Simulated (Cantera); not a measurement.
An isothermal, constant-pressure homogeneous reactor starts with CH₂O : O₂ : N₂ = 0.0026 : 0.0082 : 1 (molar parts), equivalence ratio 0.32, at 1275 K and 1.38 atm.

Model: GRI-Mech 3.0 (53 species, 325 reactions), integrated in Cantera.

x: mole fraction; the columns are a selection and need not sum to one.

| t (s) | x CH₂O | x O₂ | x CH₄ | x HO₂ | x C₂H₆ | x O |
|---|---|---|---|---|---|---|
| 0.000200 | 0.00257 | 0.00811 | <1e-12 | ? | <1e-12 | 6.75e-9 |
| 0.000462 | 0.00252 | 0.00809 | 7.98e-12 | ? | <1e-12 | 3.60e-8 |
| 0.00107 | 0.00150 | 0.00781 | 6.75e-10 | ? | <1e-12 | 6.80e-7 |
| 0.00247 | 6.54e-12 | 0.00640 | 1.39e-12 | ? | <1e-12 | 0.000237 |
| 0.00570 | <1e-12 | 0.00599 | <1e-12 | ? | <1e-12 | 6.96e-5 |
| 0.0132 | <1e-12 | 0.00572 | <1e-12 | ? | <1e-12 | 2.73e-5 |
| 0.0304 | <1e-12 | 0.00559 | <1e-12 | ? | <1e-12 | 8.24e-6 |
| 0.0702 | <1e-12 | 0.00555 | <1e-12 | ? | <1e-12 | 1.98e-6 |
| 0.162 | <1e-12 | 0.00554 | <1e-12 | ? | <1e-12 | 4.39e-7 |
| 0.375 | <1e-12 | 0.00554 | <1e-12 | ? | <1e-12 | 1.07e-7 |
| 0.866 | <1e-12 | 0.00554 | <1e-12 | ? | <1e-12 | 3.54e-8 |
| 2.00 | <1e-12 | 0.00554 | <1e-12 | 6.60e-10 | <1e-12 | 1.49e-8 |

Problem. Fill in the missing entries.

Solution. 
- 0.000200, x HO₂: 2.43e-6
- 0.000462, x HO₂: 1.26e-5
- 0.00107, x HO₂: 6.47e-5
- 0.00247, x HO₂: 2.18e-6
- 0.00570, x HO₂: 1.45e-6
- 0.0132, x HO₂: 9.57e-7
- 0.0304, x HO₂: 4.66e-7
- 0.0702, x HO₂: 1.48e-7
- 0.162, x HO₂: 3.31e-8
- 0.375, x HO₂: 6.66e-9
- 0.866, x HO₂: 1.74e-9
